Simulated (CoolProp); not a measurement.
Properties of sulfur hexafluoride along the isotherm 310 K (Tc = 318.7 K, pc = 3.755 MPa, ω = 0.210).

The numbers come from the reference Helmholtz-energy equation of state, Guder 2009 in CoolProp.

```json
[
 {"p (MPa)": "0.0594", "phase": "gas", "density (kg/m³)": "3.386", "expansivity (1/kK)": "3.288", "viscosity (µPa s)": "15.7", "Prandtl number": "0.779", "fugacity coefficient": "0.9942"},
 {"p (MPa)": "0.122", "phase": "gas", "density (kg/m³)": "6.997", "expansivity (1/kK)": "3.356", "viscosity (µPa s)": "15.8", "Prandtl number": "0.781", "fugacity coefficient": "0.9881"},
 {"p (MPa)": "0.25", "phase": "gas", "density (kg/m³)": "14.53", "expansivity (1/kK)": "3.503", "viscosity (µPa s)": "15.8", "Prandtl number": "0.785", "fugacity coefficient": "0.9757"},
 {"p (MPa)": "0.514", "phase": "gas", "density (kg/m³)": "30.73", "expansivity (1/kK)": "3.843", "viscosity (µPa s)": "15.9", "Prandtl number": "0.794", "fugacity coefficient": "0.9501"},
 {"p (MPa)": "1.06", "phase": "gas", "density (kg/m³)": "67.71", "expansivity (1/kK)": "4.773", "viscosity (µPa s)": "16.1", "Prandtl number": "0.819", "fugacity coefficient": "0.8977"},
 {"p (MPa)": "2.17", "phase": "gas", "density (kg/m³)": "167.2", "expansivity (1/kK)": "8.999", "viscosity (µPa s)": "17.2", "Prandtl number": "0.924", "fugacity coefficient": "0.7916"},
 {"p (MPa)": "4.45", "phase": "liquid", "density (kg/m³)": "1285", "expansivity (1/kK)": "10.26", "viscosity (µPa s)": "105", "Prandtl number": "2.71", "fugacity coefficient": "0.5170"},
 {"p (MPa)": "9.14", "phase": "liquid", "density (kg/m³)": "1425", "expansivity (1/kK)": "4.992", "viscosity (µPa s)": "139", "Prandtl number": "2.51", "fugacity coefficient": "0.3059"},
 {"p (MPa)": "18.8", "phase": "liquid", "density (kg/m³)": "1554", "expansivity (1/kK)": "3.054", "viscosity (µPa s)": "185", "Prandtl number": "2.63", "fugacity coefficient": "0.2144"}
]
```

Viscosity comes from a separate model (Quiñones-Cisneros 2012). Thermal conductivity comes from a separate model (Assael 2012).
